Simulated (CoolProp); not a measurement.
A single-stage vapour-compression cycle with the fluid: evaporating at 251.15 K (dew point), condensing at 314.15 K (bubble point), superheat 10 K, subcooling 0 K, compressor efficiency 0.9, no pressure losses. The same conditions are run with several fluids, on thermodynamics alone (safety and materials aside).

The numbers come from the reference Helmholtz-energy equation of state of each fluid (R125: Lemmon 2005; CH2F2 (R32): Tillner-Roth 1997; R410A: Lemmon 2003; R22: Kamei 1995; R404A: Lemmon 2003; propane: Lemmon 2009) in CoolProp. Blends and air are pseudo-pure fits.

| fluid | cooling COP | pressure ratio | discharge temperature (K) | refrigerating effect (kJ/kg) | volumetric capacity (kJ/m³) |
|---|---|---|---|---|---|
| R125 | 2.09 | 6.58 | 328.8 | 73.6 | 1380 |
| CH2F2 (R32) | 2.50 | 6.75 | 390.0 | 242 | 2370 |
| R410A | 2.40 | 6.71 | 360.0 | 154 | 2090 |
| R22 | 2.63 | 6.92 | 363.7 | 152 | 1450 |
| R404A | 2.24 | 6.74 | 334.9 | 101 | 1370 |
| propane | 2.55 | 6.16 | 337.2 | 256 | 1250 |
